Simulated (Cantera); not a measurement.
Cantera run:

```python
import numpy as np
import cantera as ct

gas_names = """
    Ca CaF CaF2 Ca2 F F2 H HF H2 H2F2 H3F3 H4F4 H5F5 H6F6 H7F7
""".split()
cond_names = """
    Ca(a) Ca(b) Ca(L) CaF2(a) CaF2(b) CaF2(L)
""".split()


# ... load() reads the species with a 1 bar reference pressure and builds the phases ...
atoms = {
    'CaF2': {'Ca': 1, 'F': 2},
    'H2': {'H': 2},
}
top_T = {}  # K; cautious upper limits of use, not melting points


# ... equilibrate(T, P, feed) seeds the gas with the atoms and calls Mixture.equilibrate('TP', solver="vcs", rtol=1e-11, max_steps=5000) ...
results = []
feed = {'CaF2': 1, 'H2': 160}  # mol
P = 13332.2  # Pa
for T in [798, 898, 998, 1098, 1198, 1298, 1398, 1498, 1598, 1698]:
    mix = equilibrate(T, P, feed)
    results.append((T, P, feed, dict(zip(mix.species_names, mix.species_moles))))

top = {s: max(r[3][s] / sum(r[3][g] for g in gas_names) for r in results) for s in gas_names}
cols = sorted((s for s in top if top[s] > 0.0001), key=lambda s: -top[s])[:5]
seen = [c for c in cond_names if any(r[3].get(c, 0) > 1e-12 for r in results)]
print("log10 of partial pressures in bar; condensed amounts in mol")
print(f"{'T/K':>10s}" + "".join(f"{s[:9]:>10s}" for s in cols + seen))
for T, P, feed, n in results:
    ng = sum(n[g] for g in gas_names)
    print(f"{T:10.4g}" + "".join(f"{np.log10(max(n[s] / ng * P / 1e5, 1e-99)):10.3f}" for s in cols)
          + "".join(f"{n.get(c, 0):10.4g}" for c in seen))
```

It prints:

```
log10 of partial pressures in bar; condensed amounts in mol
       T/K        H2      CaF2        HF         H       CaF   CaF2(a)   CaF2(b)   CaF2(L)
       798    -0.875   -18.552   -13.798   -12.012   -17.623         1         0         0
       898    -0.875   -15.425   -11.749   -10.398   -14.814         1         0         0
       998    -0.875   -12.942   -10.118    -9.105   -12.582         1         0         0
      1098    -0.875   -10.926    -8.789    -8.044   -10.769         1         0         0
      1198    -0.875    -9.262    -7.686    -7.159    -9.271         1         0         0
      1298    -0.875    -7.867    -6.755    -6.408    -8.015    0.9999         0         0
      1398    -0.875    -6.684    -5.959    -5.763    -6.952     0.999         0         0
      1498    -0.875    -5.680    -5.272    -5.202    -6.050         0    0.9937         0
      1598    -0.875    -4.818    -4.672    -4.712    -5.278         0    0.9658         0
      1698    -0.876    -4.075    -4.143    -4.278    -4.614         0         0     0.841
```

Method: chemical equilibrium by Gibbs-energy minimisation in Cantera with the NASA 1993 tables (ideal gas, pure condensed phases).
